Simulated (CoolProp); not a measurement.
A single-stage vapour-compression cycle with n-pentane: evaporating at 278.15 K (dew point), condensing at 328.15 K (bubble point), superheat 10 K, subcooling 0 K, compressor efficiency 0.9, no pressure losses. Each further row changes one setting.

The numbers come from the reference Helmholtz-energy equation of state, Thol 2019 in CoolProp.

| case | cooling COP | pressure ratio | discharge temperature (K) | refrigerating effect (kJ/kg) | volumetric capacity (kJ/m³) |
|---|---|---|---|---|---|
| as stated | 4.09 | 6.07 | 331.8 | 280 | 262 |
| evaporating temperature 283.15 K | 4.74 | 4.90 | 331.9 | 288 | 329 |
| condensing temperature 323.15 K | 4.68 | 5.21 | 328.0 | 293 | 274 |
| subcooling 5 K | 4.27 | 6.07 | 331.8 | 293 | 274 |
| superheat 20 K | 4.18 | 6.07 | 341.9 | 297 | 268 |
| compressor efficiency 0.8 | 3.64 | 6.07 | 336.4 | 280 | 262 |
